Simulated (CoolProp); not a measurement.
Computed with CoolProp (reference Helmholtz-energy equation of state, Gedanitz 2015).

Task: For cyclopentane, give the phase and the density (kg/m³), cv (kJ/(kg K)), conductivity (mW/(m K)) at 236.95 °C and 25.5 bar.

Result: 
- 236.95 °C and 25.5 bar: gas; density 55.1, cv 2.14, conductivity 45.3

Thermal conductivity comes from a separate model (Vassiliou 2015).
